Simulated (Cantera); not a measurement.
Feed: 1 mol Si, 0.76 mol O2, 520 mol H2, held at 1723.15 K and 0.000100 bar.

Equilibrium computed with Cantera from the NASA thermochemical tables; the gas is ideal and each condensed phase is pure. The numbers say what is thermodynamically allowed, not how fast it happens.

| species | before | after |
|---|---|---|
| H2 | 0.979 | 1.000 |
| SiO | 0.00190 | 1.78e-6 |
| H | 0.0181 | 1.14e-7 |
| H2O | 0.000988 | <1e-9 |
| Si(s), mol | 0 | 0.240 |
| SiO2(β-quartz), mol | 0 | 0.760 |
Gas species are given as mole fractions.

Q: Which change was made?
A) temperature from 1723.15 K to 1873.15 K
B) temperature from 1723.15 K to 975 K
C) O2 from 0.76 to 0.018 mol
D) temperature from 1723.15 K to 1175 K

A: B, temperature from 1723.15 K to 975 K
